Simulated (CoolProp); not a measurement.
Vinyl chloride along the isobar 1.14 MPa: density (kg/m³) from the reference equation and from simpler models built on Tc = 425.0 K, pc = 5.600 MPa, ω = 0.160; each cubic takes its own stable root.

The numbers come from the reference Helmholtz-energy equation of state, Thol 2022 in CoolProp.

| T (K) | phase | reference | van der Waals | Redlich-Kwong | Soave-Redlich-Kwong | Peng-Robinson |
|---|---|---|---|---|---|---|
| 293.9 | liquid | 908.9 | 569.9 | 829.4 | 847.1 | 958.8 |
| 303 | liquid | 891.6 | 33.51 | 810.4 | 829.1 | 938.9 |
| 312.2 | liquid | 873.6 | 32.05 | 790.1 | 809.7 | 917.5 |
| 321.3 | liquid | 855.1 | 30.76 | 768.7 | 789.2 | 894.7 |
| 330.5 | liquid | 835.5 | 29.57 | 745.6 | 766.9 | 869.9 |
| 348.8 | gas | 28.66 | 27.50 | 28.42 | 28.63 | 28.94 |
| 357.9 | gas | 27.51 | 26.60 | 27.35 | 27.52 | 27.81 |
| 367.1 | gas | 26.46 | 25.75 | 26.38 | 26.51 | 26.77 |
| 376.2 | gas | 25.53 | 24.96 | 25.49 | 25.59 | 25.84 |
| 385.4 | gas | 24.67 | 24.23 | 24.67 | 24.74 | 24.97 |
| 394.5 | gas | 23.89 | 23.54 | 23.91 | 23.96 | 24.18 |
| 403.6 | gas | 23.17 | 22.90 | 23.21 | 23.25 | 23.45 |
| 412.8 | gas | 22.50 | 22.29 | 22.55 | 22.57 | 22.77 |
| 421.9 | gas | 21.88 | 21.72 | 21.94 | 21.95 | 22.13 |

At some of these states van der Waals gives the other phase, because its saturation line lies elsewhere.
